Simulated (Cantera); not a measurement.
Input (Python, Cantera) and output of one run.

```python
import numpy as np
import cantera as ct

gas_names = """
    H H2 N NH NH2 NH3 N2 N2H2 N2H4 Zr ZrN
""".split()
cond_names = """
    Zr(a) Zr(b) Zr(L) ZrN(s) ZrN(L)
""".split()


# ... load() reads the species with a 1 bar reference pressure and builds the phases ...
atoms = {
    'ZrN': {'Zr': 1, 'N': 1},
    'H2': {'H': 2},
}
top_T = {}  # K; cautious upper limits of use, not melting points


# ... equilibrate(T, P, feed) seeds the gas with the atoms and calls Mixture.equilibrate('TP', solver="vcs", rtol=1e-11, max_steps=5000) ...
results = []
feed = {'ZrN': 1, 'H2': 0.25}  # mol
T = 2898.15  # K
P = 27000  # Pa
mix = equilibrate(T, P, feed)
results.append((T, P, feed, dict(zip(mix.species_names, mix.species_moles))))
x = sorted(zip(gas.X, gas.species_names), reverse=True)
print(f"T = {T:g} K  P = {P:g} Pa  gas = {mix.phase_moles(0):.4g} mol")
print("   x: " + "  ".join(f"{s} {v:.3e}" for v, s in x if v > 1e-05))
print("   condensed (mol): " + ("  ".join(f"{mix.phase(i).name} {mix.phase_moles(i):.4g}"
      for i in range(1, mix.n_phases) if mix.phase_moles(i) > 1e-12) or "none"))
```

It prints:

```
T = 2898.15 K  P = 27000 Pa  gas = 0.2778 mol
   x: H2 8.015e-01  H 1.968e-01  N2 1.219e-03  Zr 4.577e-04
   condensed (mol): Zr(L) 0.0005506  ZrN(s) 0.9993
```

Equilibrium computed with Cantera from the NASA thermochemical tables; the gas is ideal and each condensed phase is pure. Mutual solubility and eutectic melting of coexisting phases are not modelled. ZrN: taken at fixed stoichiometry. Condensed phases not in the tables: N, O or C dissolved in the metal.
